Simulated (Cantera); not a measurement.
A closed system holds: 1 mol Si2H6, 110 mol N2, held at 1448.15 K and 0.150 bar.

These are equilibrium values from Cantera (NASA tables, ideal gas, pure condensed phases), not measurements of a reactor. Candidate condensed phases: Si, Si3N4; 18 gas species. The feed counts by its element totals alone. N2 is the only nitrogen source here; it is nearly inert below about 1500 K, so the nitride shown seldom forms there in practice. Equilibrium is a limit: real reactors are often held back by kinetics, nucleation or transport.

What is the equilibrium state?


```
Item                                 Result
--------------------------------  ---------
x(N2)                                 0.973
x(H2)                                0.0269
x(H)                                3.91e-6
n(Si3N4(s))                       0.667 mol
gas amount                        111.7 mol
log10 activity of Si(s) (absent)      -2.63
```
